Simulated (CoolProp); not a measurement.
Vapour-liquid equilibrium of R114 (1) + n-heptane (2) at 64.65 °C; x and y are mole fractions of (1).

The numbers come from the multi-fluid Helmholtz-energy mixture model, Platzer 1990 and Span 2003; pair parameters Bell 2016 in CoolProp. This equation is an older, rougher fit; its heat capacities, sound speeds and derivatives of the liquid may be far off and weren't checked against measurements.

```
x     bubble pressure, mixture model (MPa)  bubble pressure, Raoult's law (MPa)  y, mixture model  y, Raoult's law
----  ------------------------------------  -----------------------------------  ----------------  ---------------
0.05                               0.07733                              0.06423             0.580            0.506
0.15                                0.1605                               0.1259             0.810            0.775
0.25                                0.2351                               0.1877             0.879            0.867
0.35                                0.3008                               0.2494             0.913            0.913
0.45                                0.3584                               0.3111             0.933            0.941
0.55                                0.4102                               0.3728             0.947            0.960
0.65                                0.4589                               0.4345             0.959            0.973
0.75                                0.5076                               0.4962             0.970            0.983
0.85                                0.5594                               0.5579             0.981            0.991
0.95                                0.6177                               0.6196             0.993            0.997
```

The largest gap from Raoult's law is +27.5 % in bubble pressure, at x = 0.15. No azeotrope shows between x = 0.05 and 0.95.

Pair parameters are fitted to limited data, so mixtures are less certain than the pure fluids.
